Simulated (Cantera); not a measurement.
## Low-pressure radical oxidation in H2/O2

An isothermal, constant-pressure homogeneous reactor starts with 7.21 % H2, 48.1 % O2, 44.7 % N2, equivalence ratio 0.075, at 1200 K and 0.00326 atm.

Cantera simulation using the H2/O2 subset of GRI-Mech 3.0, which has no nitrogen chemistry; the numbers are that mechanism's predictions, not measurements. Radical loss at walls, strong at low pressure, is not modelled. The temperature is held fixed by assumption; the heat of reaction is taken as removed at once.

| t (s) | x H2 | x O2 | x H2O2 | x H | x H2O | x OH | x O |
|---|---|---|---|---|---|---|---|
| 0.000100 | 0.0721 | 0.481 | <1e-12 | 7.06e-10 | 1.75e-11 | 9.15e-11 | 9.96e-11 |
| 0.000562 | 0.0721 | 0.481 | 1.80e-12 | 4.01e-9 | 1.99e-9 | 1.74e-9 | 2.41e-9 |
| 0.00316 | 0.0721 | 0.481 | 5.61e-11 | 3.89e-7 | 7.32e-7 | 2.28e-7 | 3.67e-7 |
| 0.0178 | 0.00268 | 0.433 | 2.36e-8 | 0.0212 | 0.0568 | 0.00419 | 0.0345 |
| 0.100 | 0.00219 | 0.436 | 2.28e-8 | 0.0173 | 0.0597 | 0.00383 | 0.0311 |
| 0.562 | 0.00122 | 0.449 | 2.67e-8 | 0.00642 | 0.0679 | 0.00289 | 0.0157 |
| 3.16 | 0.000117 | 0.460 | 1.89e-8 | 0.000177 | 0.0741 | 0.000906 | 0.00142 |
| 17.8 | 4.61e-6 | 0.461 | 3.94e-9 | 1.38e-6 | 0.0747 | 0.000180 | 5.58e-5 |
| 100 | 3.49e-7 | 0.461 | 6.24e-10 | 2.89e-8 | 0.0748 | 4.97e-5 | 4.23e-6 |
x: mole fraction; the columns are a selection and need not sum to one.

Equilibrium at this temperature and pressure: H2 2.45e-8, O2 0.461, H2O2 6.99e-11, H 5.42e-10, H2O 0.0748, OH 1.32e-5, O 2.98e-7 (gas phase only).
